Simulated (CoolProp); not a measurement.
A single-stage vapour-compression cycle with the fluid: evaporating at 266.15 K (dew point), condensing at 318.15 K (bubble point), superheat 10 K, subcooling 5 K, compressor efficiency 0.9, no pressure losses. The same conditions are run with several fluids, on thermodynamics alone (safety and materials aside).

Computed with CoolProp (reference Helmholtz-energy equation of state of each fluid (R22: Kamei 1995; R21: Platzer 1990; R1336mzz(Z): McLinden 2020; R1224YDZ: Akasaka 2023; R236FA: Pan 2012; hydrogen sulfide: Lemmon 2006)). The equations of Platzer and Polt are older, rougher fits.

| fluid | cooling COP | pressure ratio | discharge temperature (K) | refrigerating effect (kJ/kg) | volumetric capacity (kJ/m³) |
|---|---|---|---|---|---|
| R22 | 3.66 | 4.39 | 357.2 | 160 | 2570 |
| R21 | 3.98 | 6.54 | 365.5 | 205 | 491 |
| R1336mzz(Z) | 3.83 | 8.71 | 321.7 | 134 | 169 |
| R1224YDZ | 3.85 | 7.10 | 327.5 | 134 | 355 |
| R236FA | 3.67 | 6.31 | 321.9 | 112 | 618 |
| hydrogen sulfide | 3.56 | 3.82 | 396.4 | 383 | 5210 |
